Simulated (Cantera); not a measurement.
Charge: 1 mol HF, 0.28 mol H₂O, 0.086 mol O₂, equilibrated at 2250 K and 2.20 bar.

These are equilibrium values from Cantera (NASA tables, ideal gas, pure condensed phases), not measurements of a reactor. Candidate condensed phases: H₂O; 22 gas species. Rates play no part.

Base state: HF 0.730, H₂O 0.201, O₂ 0.0616, OH 0.00520, H₂ 0.000846, O 0.000618, H 0.000146, F 0.000128 (mole fractions); condensed: gas only.

### Question
What changes in the equilibrium state with this change: temperature from 2250 K to 2573.15 K?

### Answer
```json
[
 {"species": "HF", "before": "0.730", "after": "0.725"},
 {"species": "H₂O", "before": "0.201", "after": "0.191"},
 {"species": "O₂", "before": "0.0616", "after": "0.0594"},
 {"species": "OH", "before": "0.00520", "after": "0.0149"},
 {"species": "H", "before": "0.000146", "after": "0.00154"},
 {"species": "O", "before": "0.000618", "after": "0.00338"},
 {"species": "H₂", "before": "0.000846", "after": "0.00443"}
]
```
